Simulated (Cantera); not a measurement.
Input: 1 mol V₂O₅, 45 mol H₂, 66 mol N₂, held at 848 K and 101000 Pa.

Method: chemical equilibrium by Gibbs-energy minimisation in Cantera with the NASA 1993 tables (ideal gas, pure condensed phases). Candidate condensed phases: H₂O, V, VN, VO, V₂O₃, V₂O₄, V₂O₅; 28 gas species. Condensed phases not in the tables: the oxides between V₂O₃ and V₂O₅ other than VO₂. Rates play no part.

Base state: N₂ 0.595, H₂ 0.387, H₂O 0.0180, NH₃ 0.000356 (mole fractions); condensed: V₂O₃(s).

Q: What changes in the equilibrium state with this change: V₂O₅ replaced by FeS?

A: 
```json
[
 {"species": "N₂", "before": "0.595", "after": "0.595"},
 {"species": "H₂", "before": "0.387", "after": "0.405"},
 {"species": "NH₃", "before": "0.000356", "after": "0.000380"},
 {"species": "H₂O", "before": "0.0180", "after": "0"},
 {"species": "H₂S", "before": "0", "after": "0.000109"},
 {"species": "V₂O₃(s), mol", "before": "1.00", "after": "0"},
 {"species": "Fe(α), mol", "before": "0", "after": "0.0121"},
 {"species": "FeS(s), mol", "before": "0", "after": "0.988"}
]
```
FeS: taken at fixed stoichiometry. Further candidate phases: Fe, FeS, FeS₂, S.

Q: What changes in the equilibrium state with this change: pressure from 101000 Pa to 920000 Pa?

A: 
```json
[
 {"species": "N₂", "before": "0.595", "after": "0.595"},
 {"species": "H₂", "before": "0.387", "after": "0.384"},
 {"species": "H₂O", "before": "0.0180", "after": "0.0181"},
 {"species": "NH₃", "before": "0.000356", "after": "0.00319"},
 {"species": "V₂O₃(s), mol", "before": "1.00", "after": "1.00"}
]
```

Q: What changes in the equilibrium state with this change: V₂O₅ replaced by CuO?

A: 
```json
[
 {"species": "N₂", "before": "0.595", "after": "0.595"},
 {"species": "H₂", "before": "0.387", "after": "0.396"},
 {"species": "H₂O", "before": "0.0180", "after": "0.00901"},
 {"species": "NH₃", "before": "0.000356", "after": "0.000368"},
 {"species": "V₂O₃(s), mol", "before": "1.00", "after": "0"},
 {"species": "Cu(s), mol", "before": "0", "after": "1.00"}
]
```
Further candidate phases: Cu, CuO, Cu(OH)₂, Cu₂O.
